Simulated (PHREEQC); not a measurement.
0.25 g of hydrous ferric oxide (600 m²/g; 0.2 weak and 0.005 strong sites per Fe, Dzombak-Morel constants, diffuse double layer) in 1 kg of water with 0.1 mol/kgw of an inert sodium salt and 1.5e-05 mol CaCl2, at 25 °C; the pH is set by adding NaOH or the inert anion's acid. Oxygen alone is held at its pressure in air (log pO2 = -0.68). CO2 from the air is kept out. No solid was allowed to form.

The numbers come from PHREEQC with the ion-association model, wateq4f.dat.

```
pH    Ca sorbed (%)  surface charge σ (C/m²)  surface potential ψ (mV)
----  -------------  -----------------------  ------------------------
3               0.0                    0.363                       153
4.33            0.0                    0.291                       142
5               0.0                    0.215                       126
5.67            0.0                    0.142                       105
7               0.7                    0.045                        52
8.33           37.0                   -0.007                        -9
9              80.1                   -0.031                       -39
9.67           97.5                   -0.065                       -68
11            100.0                   -0.181                      -117
```

The oxide is taken as insoluble; below pH 4 it would dissolve.
